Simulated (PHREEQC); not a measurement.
Dissolve 0.0014 mol/kgw HCl and 0.0007 mol/kgw CaSO4 at 25 °C. Closed to the air; pH follows from the charge balance.

All values are PHREEQC results (ion-association model, phreeqc.dat), not measurements.

### Question
The ionic strength comes out as 0.00391 mol/kgw. What activity coefficients do HSO4-, Cl-, H+, SO4-2, Ca+2 get?

### Answer
HSO4- 0.94, Cl- 0.93, H+ 0.94, SO4-2 0.77, Ca+2 0.77.

This is a speciation only: nothing precipitates in the calculation. Species that the database lacks are ignored.
